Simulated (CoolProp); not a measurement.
Vapour-liquid equilibrium of CHF3 (R23) (1) + sulfur hexafluoride (2) at 248.6 K; x and y are mole fractions of (1).

Model: multi-fluid Helmholtz-energy mixture model, Penoncello 2003 and Guder 2009; pair parameters Bell 2016, in CoolProp.

Question: Give the bubble pressure and the first vapour's composition at x = 0.35, 0.575, 0.725. Is there an azeotrope?

Answer: x = 0.35: 1.088 MPa, y = 0.546; x = 0.575: 1.199 MPa, y = 0.667; x = 0.725: 1.238 MPa, y = 0.754. y crosses x between x = 0.8 and 0.875: the model has an azeotrope there.

The pair parameters rest on a limited set of measurements; away from them the model extrapolates.
